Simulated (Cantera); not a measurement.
A closed system holds: 1 mol SiC, 0.0047 mol O2, 1.4 mol H2, at 1200 Pa.

These are equilibrium values from Cantera (NASA tables, ideal gas, pure condensed phases), not measurements of a reactor. Candidate condensed phases: C, C6H6, C7H8, C8H18, H2O, Si, SiC, SiO2; 123 gas species. Mutual solubility and eutectic melting of coexisting phases are not modelled. The tables hold silica as quartz up to 1696 K and as liquid above; real silica turns to tridymite and cristobalite and melts near 1996 K. The numbers say what is thermodynamically allowed, not how fast it happens. All values below are at 1100 °C.

Base state: H2 0.996, CO 0.00255, SiO 0.000962, H 3.03e-5 (mole fractions); condensed: SiC(s) + SiO2(β-quartz).

Problem. What changes in the equilibrium state with this change: 0.69 mol H2O added?

Solution. 
```csv
species,before,after
H2,0.996,0.899
CO,0.00255,0.100
SiO,0.000962,0.000283
CH4,3.23e-6,3.05e-5
H,3.03e-5,2.88e-5
"SiC(s), mol",0.996,0.767
"SiO2(β-quartz), mol",0.00223,0.233
```
